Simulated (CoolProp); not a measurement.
Properties of dimethyl carbonate along the isobar 6.85 bar (Tc = 557.0 K, pc = 49.09 bar, ω = 0.346).

Model: reference Helmholtz-energy equation of state, Zhou 2011, in CoolProp.

| T (K) | phase | cv (kJ/(kg K)) | speed of sound (m/s) | isothermal compressibility (1/MPa) |
|---|---|---|---|---|
| 520.5 | gas | 1.637 | 212.7 | 1.562 |
| 529.4 | gas | 1.653 | 215.1 | 1.556 |
| 538.2 | gas | 1.669 | 217.5 | 1.550 |
| 547 | gas | 1.685 | 219.9 | 1.544 |
| 555.8 | gas | 1.700 | 222.2 | 1.539 |
| 564.7 | gas | 1.716 | 224.5 | 1.535 |
| 573.5 | gas | 1.730 | 226.7 | 1.530 |
| 582.3 | gas | 1.745 | 228.9 | 1.526 |
| 591.2 | gas | 1.759 | 231.0 | 1.523 |
| 600 | gas | 1.773 | 233.2 | 1.519 |
